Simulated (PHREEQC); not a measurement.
Synthetic water in mg/L, 89 °C, pH 6.41, pe 1:

```tsv
constituent	mg/L
Na	38
K	2.98
Ca	75.5
Mg	0.959
Cl	78.5
S(6) as SO4	20.5
Alkalinity as HCO3	177
Mn(2)	0.506
N(-3) as NH4	0.0325
Sr	1.77
```

Cl is adjusted to close the charge balance.
Valence states are taken as typed.

Computed with PHREEQC (ion-association model, wateq4f.dat).

No solid was allowed to form.

Q: Order these C species by the share of C that they hold, largest first: CO2, HCO3-, CaHCO3+, CaCO3.

A: HCO3- (54 %), CO2 (45 %), CaHCO3+ (1.3 %), CaCO3 (0.12 %)

Q: Order these Mn species by the share of Mn that they hold, largest first: MnSO4, Mn+2, MnHCO3+, MnCO3, MnCl+.

A: Mn+2 (81 %), MnHCO3+ (14 %), MnSO4 (2.9 %), MnCO3 (2.1 %), MnCl+ (0.51 %)

The pH is 6.41 and the ionic strength 0.00745 mol/kgw. At this temperature some constants are extrapolated from 25 °C, and those without enthalpy data are left unchanged.
